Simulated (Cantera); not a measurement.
A perfectly stirred reactor is fed with 11.1 % CH₄, 1.22 % H₂, 17.5 % O₂, 65.8 % N₂, 4.43 % H₂O, at 1.00 atm; it is adiabatic with a 500 K inlet, and is followed from long to short residence time, starting on the burning branch (τ in s: 0.069, 0.029, 0.012, 0.0052, 0.0022, 0.00091, 0.00038, 0.00016, 6.8e-05, 2.9e-05, 1.2e-05).

Detailed kinetics in Cantera: GRI-Mech 3.0 (53 species, 325 reactions).

Predict: blow-out, bracketed by the residence times tried; x(CH₄) at τ = 69.0 ms; x(H₂) at τ = 69.0 ms; x(O₂) at τ = 69.0 ms; x(CH₂) at τ = 69.0 ms; x(HCN) at τ = 69.0 ms; x(CH₄) at τ = 0.910 ms; x(H₂) at τ = 0.910 ms; x(O₂) at τ = 0.910 ms; x(CH₂) at τ = 0.910 ms; x(HCN) at τ = 0.910 ms.


* **blow-out, bracketed by the residence times tried**: burning at 0.160 ms, out at 68.0 µs
* **x(CH₄) at τ = 69.0 ms**: 2.99e-5
* **x(H₂) at τ = 69.0 ms**: 0.0460
* **x(O₂) at τ = 69.0 ms**: 0.000147
* **x(CH₂) at τ = 69.0 ms**: 6.04e-7
* **x(HCN) at τ = 69.0 ms**: 5.64e-6
* **x(CH₄) at τ = 0.910 ms**: 0.000274
* **x(H₂) at τ = 0.910 ms**: 0.0463
* **x(O₂) at τ = 0.910 ms**: 0.00251
* **x(CH₂) at τ = 0.910 ms**: 1.10e-5
* **x(HCN) at τ = 0.910 ms**: 3.76e-5
